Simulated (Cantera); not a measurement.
Cantera run:

```python
import numpy as np
import cantera as ct

gas_names = """
    CL CL2 N N2 Si SiCL SiCL2 SiCL3 SiCL4 SiN Si2 Si2N Si3
""".split()
cond_names = """
    Si(cr) Si(L) Si3N4(a)
""".split()


# ... load() reads the species with a 1 bar reference pressure and builds the phases ...
atoms = {
    'Si3N4': {'Si': 3, 'N': 4},
    'Cl2': {'CL': 2},
}
top_T = {'Si3N4(a)': 2400}  # K; cautious upper limits of use, not melting points


# ... equilibrate(T, P, feed) seeds the gas with the atoms and calls Mixture.equilibrate('TP', solver="vcs", rtol=1e-11, max_steps=5000) ...
results = []
P = 380  # Pa
for T in [1073, 1148, 1223, 1298, 1373, 1448, 1523, 1598, 1673, 1748, 1823, 1898, 1973, 2048]:
    for m in [4.6, 5.9, 7.2, 8.6, 9.9, 11, 13, 14, 15, 17, 18, 19]:
        feed = {'Si3N4': 1, 'Cl2': m}  # mol
        mix = equilibrate(T, P, feed)
        results.append((T, P, feed, dict(zip(mix.species_names, mix.species_moles))))

for T, P, feed, n in results:
    print(f"{T:7g} {feed['Cl2']:10.4g}  " + (" + ".join(c for c in cond_names if n.get(c, 0) > 1e-12) or "gas only"))
```

Result:

```
   1073        4.6  Si3N4(a)
   1073        5.9  Si3N4(a)
   1073        7.2  gas only
   1073        8.6  gas only
   1073        9.9  gas only
   1073         11  gas only
   1073         13  gas only
   1073         14  gas only
   1073         15  gas only
   1073         17  gas only
   1073         18  gas only
   1073         19  gas only
   1148        4.6  Si3N4(a)
   1148        5.9  Si3N4(a)
   1148        7.2  gas only
   1148        8.6  gas only
   1148        9.9  gas only
   1148         11  gas only
   1148         13  gas only
   1148         14  gas only
   1148         15  gas only
   1148         17  gas only
   1148         18  gas only
   1148         19  gas only
   1223        4.6  Si3N4(a)
   1223        5.9  gas only
   1223        7.2  gas only
   1223        8.6  gas only
   1223        9.9  gas only
   1223         11  gas only
   1223         13  gas only
   1223         14  gas only
   1223         15  gas only
   1223         17  gas only
   1223         18  gas only
   1223         19  gas only
   1298        4.6  Si3N4(a)
   1298        5.9  gas only
   1298        7.2  gas only
   1298        8.6  gas only
   1298        9.9  gas only
   1298         11  gas only
   1298         13  gas only
   1298         14  gas only
   1298         15  gas only
   1298         17  gas only
   1298         18  gas only
   1298         19  gas only
   1373        4.6  Si3N4(a)
   1373        5.9  gas only
   1373        7.2  gas only
   1373        8.6  gas only
   1373        9.9  gas only
   1373         11  gas only
   1373         13  gas only
   1373         14  gas only
   1373         15  gas only
   1373         17  gas only
   1373         18  gas only
   1373         19  gas only
   1448        4.6  gas only
   1448        5.9  gas only
   1448        7.2  gas only
   1448        8.6  gas only
   1448        9.9  gas only
   1448         11  gas only
   1448         13  gas only
   1448         14  gas only
   1448         15  gas only
   1448         17  gas only
   1448         18  gas only
   1448         19  gas only
   1523        4.6  gas only
   1523        5.9  gas only
   1523        7.2  gas only
   1523        8.6  gas only
   1523        9.9  gas only
   1523         11  gas only
   1523         13  gas only
   1523         14  gas only
   1523         15  gas only
   1523         17  gas only
   1523         18  gas only
   1523         19  gas only
   1598        4.6  gas only
   1598        5.9  gas only
   1598        7.2  gas only
   1598        8.6  gas only
   1598        9.9  gas only
   1598         11  gas only
   1598         13  gas only
   1598         14  gas only
   1598         15  gas only
   1598         17  gas only
   1598         18  gas only
   1598         19  gas only
   1673        4.6  gas only
   1673        5.9  gas only
   1673        7.2  gas only
   1673        8.6  gas only
   1673        9.9  gas only
   1673         11  gas only
   1673         13  gas only
   1673         14  gas only
   1673         15  gas only
   1673         17  gas only
   1673         18  gas only
   1673         19  gas only
   1748        4.6  gas only
   1748        5.9  gas only
   1748        7.2  gas only
   1748        8.6  gas only
   1748        9.9  gas only
   1748         11  gas only
   1748         13  gas only
   1748         14  gas only
   1748         15  gas only
   1748         17  gas only
   1748         18  gas only
   1748         19  gas only
   1823        4.6  gas only
   1823        5.9  gas only
   1823        7.2  gas only
   1823        8.6  gas only
   1823        9.9  gas only
   1823         11  gas only
   1823         13  gas only
   1823         14  gas only
   1823         15  gas only
   1823         17  gas only
   1823         18  gas only
   1823         19  gas only
   1898        4.6  gas only
   1898        5.9  gas only
   1898        7.2  gas only
   1898        8.6  gas only
   1898        9.9  gas only
   1898         11  gas only
   1898         13  gas only
   1898         14  gas only
   1898         15  gas only
   1898         17  gas only
   1898         18  gas only
   1898         19  gas only
   1973        4.6  gas only
   1973        5.9  gas only
   1973        7.2  gas only
   1973        8.6  gas only
   1973        9.9  gas only
   1973         11  gas only
   1973         13  gas only
   1973         14  gas only
   1973         15  gas only
   1973         17  gas only
   1973         18  gas only
   1973         19  gas only
   2048        4.6  gas only
   2048        5.9  gas only
   2048        7.2  gas only
   2048        8.6  gas only
   2048        9.9  gas only
   2048         11  gas only
   2048         13  gas only
   2048         14  gas only
   2048         15  gas only
   2048         17  gas only
   2048         18  gas only
   2048         19  gas only
```

Cantera equilibrium calculation (NASA polynomials, part measured and part estimated; ideal gas, pure solids and liquids). The tables' values for SiCl3 are old estimates.
